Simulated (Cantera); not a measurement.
Input (Python, Cantera) and output of one run.

```python
import numpy as np
import cantera as ct

gas_names = [...]  # 113 gases of nasa_gas.yaml made of C, Cu, H, O
cond_names = """
    C(gr) C6H6(L) C7H8(L) C8H18(L),n-octa Cu(cr) Cu(L) CuO(s) CuO2H2(s) Cu2O(s) Cu2O(L) H2O(s) H2O(L)
""".split()


# ... load() reads the species with a 1 bar reference pressure and builds the phases ...
atoms = {
    'CuO': {'Cu': 1, 'O': 1},
    'CH4': {'C': 1, 'H': 4},
    'H2': {'H': 2},
}
top_T = {'C(gr)': 4500, 'CuO(s)': 1390}  # K; cautious upper limits of use, not melting points


# ... equilibrate(T, P, feed) seeds the gas with the atoms and calls Mixture.equilibrate('TP', solver="vcs", rtol=1e-11, max_steps=5000) ...
results = []
feed = {'CuO': 1, 'CH4': 2.5, 'H2': 20}  # mol
T = 2250  # K
P = 13332.2  # Pa
mix = equilibrate(T, P, feed)
results.append((T, P, feed, dict(zip(mix.species_names, mix.species_moles))))
print(gas.report(threshold=0.0001))
for i in range(1, mix.n_phases):
    print(f"{mix.phase(i).name:16s} {mix.phase_moles(i):12.5e} mol")
```

It prints:

```
       temperature   2250 K
          pressure   13332 Pa
           density   0.0037633 kg/m^3
  mean mol. weight   5.2807 kg/kmol
   phase of matter   gas

                          1 kg             1 kmol
                     ---------------   ---------------
          enthalpy         1.403e+07        7.4085e+07  J
   internal energy        1.0487e+07        5.5378e+07  J
           entropy             40858        2.1576e+05  J/K
    Gibbs function         -7.79e+07       -4.1136e+08  J
 heat capacity c_p            6527.2             34468  J/K
 heat capacity c_v            4952.7             26153  J/K

                      mass frac. Y      mole frac. X     chem. pot. / RT
                     ---------------   ---------------   ---------------
                CO           0.19457          0.036681            -39.34
    C2H2,acetylene          0.014926          0.003027           -28.023
                Cu           0.44031          0.036589           -10.172
                 H          0.003692          0.019341           -10.989
                H2           0.34522           0.90427           -21.978
     [ +108 minor]         0.0012825        9.1786e-05

C(gr)             1.33326e+00 mol
Cu(L)             0.00000e+00 mol
Cu2O(L)           0.00000e+00 mol
```

These are equilibrium values from Cantera (NASA tables, ideal gas, pure condensed phases), not measurements of a reactor.
